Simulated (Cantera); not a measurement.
An adiabatic, constant-volume homogeneous reactor starts with CH4 : O2 : N2 = 1 : 2.47 : 9.28 (molar parts), equivalence ratio 0.81, at 1498 K and 1.00 bar. Integrator tolerance rtol = 1e-08.

Detailed kinetics in Cantera: GRI-Mech 3.0 (53 species, 325 reactions).

Task: What does this change do: initial temperature 1498 to 1098 K?

Result: 
| quantity | before | after |
|---|---|---|
| time of steepest temperature rise | 1.06 ms | 0.186 s |
| temperature at 8.00 s | 2827 K | 2699 K |
| equilibrium temperature | 2827 K | 2699 K |
| x(CH4) at 8.00 s | <1e-12 (gas-phase equilibrium <1e-12) | <1e-12 (gas-phase equilibrium <1e-12) |
| x(O2) at 8.00 s | 0.0395 (gas-phase equilibrium 0.0395) | 0.0370 (gas-phase equilibrium 0.0370) |
| x(CH2O) at 8.00 s | 2.49e-10 (gas-phase equilibrium 2.49e-10) | 1.25e-10 (gas-phase equilibrium 1.25e-10) |
| x(NO) at 8.00 s | 0.0156 (gas-phase equilibrium 0.0156) | 0.0127 (gas-phase equilibrium 0.0127) |
| x(CH2) at 8.00 s | <1e-12 (gas-phase equilibrium <1e-12) | <1e-12 (gas-phase equilibrium <1e-12) |
| x(CH2CO) at 8.00 s | <1e-12 (gas-phase equilibrium <1e-12) | <1e-12 (gas-phase equilibrium <1e-12) |
| x(H2O) at 8.00 s | 0.126 (gas-phase equilibrium 0.126) | 0.138 (gas-phase equilibrium 0.138) |

Task: What does this change do: initial temperature 1498 to 1125 K?

Result: 
```
quantity                                                              before                                      after
---------------------------------  -----------------------------------------  -----------------------------------------
time of steepest temperature rise                                    1.06 ms                                    0.121 s
temperature at 8.00 s                                                 2827 K                                     2708 K
equilibrium temperature                                               2827 K                                     2708 K
x(CH4) at 8.00 s                       <1e-12 (gas-phase equilibrium <1e-12)      <1e-12 (gas-phase equilibrium <1e-12)
x(O2) at 8.00 s                        0.0395 (gas-phase equilibrium 0.0395)      0.0372 (gas-phase equilibrium 0.0372)
x(CH2O) at 8.00 s                  2.49e-10 (gas-phase equilibrium 2.49e-10)  1.32e-10 (gas-phase equilibrium 1.32e-10)
x(NO) at 8.00 s                        0.0156 (gas-phase equilibrium 0.0156)      0.0129 (gas-phase equilibrium 0.0129)
x(CH2) at 8.00 s                       <1e-12 (gas-phase equilibrium <1e-12)      <1e-12 (gas-phase equilibrium <1e-12)
x(CH2CO) at 8.00 s                     <1e-12 (gas-phase equilibrium <1e-12)      <1e-12 (gas-phase equilibrium <1e-12)
x(H2O) at 8.00 s                         0.126 (gas-phase equilibrium 0.126)        0.137 (gas-phase equilibrium 0.137)
```
